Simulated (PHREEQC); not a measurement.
Consider water at 25 °C with 0.00028 mol/kgw CaSO4, 0.00025 mol/kgw NaF and 1.5 mol/kgw NaCl. It is in equilibrium with CO2 at log p = -3.4 (atm). Otherwise closed; pH follows from the charge balance.

Computed with PHREEQC (ion-association model, phreeqc.dat).

Q: The ionic strength comes out as 1.50 mol/kgw. What activity coefficients do Ca+2, H+, Cl-, HCO3-, F- get?

A: Ca+2 0.26, H+ 0.73, Cl- 0.59, HCO3- 0.64, F- 0.55.

This is a speciation only: nothing precipitates in the calculation. Caution: at this ionic strength the ion-association model is outside its range; a Pitzer model would be the better tool where its parameters exist. Species that the database lacks are ignored.
